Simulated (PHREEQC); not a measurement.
Solution A (10 mmol/kgw HF, 0.37 mmol/kgw (NH4)2SiF6 and 1.3 mmol/kgw H3BO3) is mixed with solution B (2.4 mmol/kgw HF, 2.7 mmol/kgw NH4F, 0.031 mmol/kgw H4SiO4 and 27 mmol/kgw H3PO4) at 20 °C; shares are by mass of water, 1 kg in all. Oxygen alone is held at its pressure in air (log pO2 = -0.68). CO2 from the air is kept out. Solids allowed: SiO2(a). Others were left out.

Model: ion-association model, wateq4f.dat, run in PHREEQC.

```tsv
share of solution B	pH	BF4- (mol/kgw)	H3PO4 (mol/kgw)	H2PO4- (mol/kgw)
0	2.63	0.00104	0	0
0.05	2.54	0.000989	[?]	0.000982
0.1	2.47	0.000935	0.000824	0.00188
0.15	2.41	0.000880	0.00135	[?]
0.2	2.36	0.000824	0.00193	0.00347
0.25	2.32	0.000768	0.00255	0.00420
0.3	2.29	0.000713	0.00321	0.00489
0.35	[?]	0.000658	0.00390	0.00555
0.4	2.23	0.000603	0.00462	0.00618
0.45	2.20	0.000549	0.00536	0.00679
0.5	2.18	0.000495	0.00611	0.00739
0.55	2.16	0.000442	0.00689	0.00796
0.6	2.14	0.000390	0.00769	0.00851
0.65	2.12	0.000338	0.00849	0.00906
0.7	2.11	0.000287	0.00931	[?]
0.75	2.09	0.000236	0.0101	0.0101
0.8	2.08	0.000187	0.0110	0.0106
0.85	2.07	0.000138	0.0118	0.0111
0.9	2.05	9.09e-5	0.0127	0.0116
0.95	2.04	[?]	0.0136	0.0121
1	2.03	0	0.0145	0.0125
```

Task: Complete the blanks.

Result: 
- 0.05, H3PO4 (mol/kgw): 0.000368
- 0.15, H2PO4- (mol/kgw): 0.00270
- 0.35, pH: 2.26
- 0.7, H2PO4- (mol/kgw): 0.00959
- 0.95, BF4- (mol/kgw): 4.48e-5

Complexes and solids missing from the database can't appear. H3PO4, which wateq4f.dat lacks, is added to it with the constant of phreeqc.dat. SiF6-2 is the database's only silicon fluoride. Real BF4- forms and hydrolyses slowly; the run takes it at equilibrium.
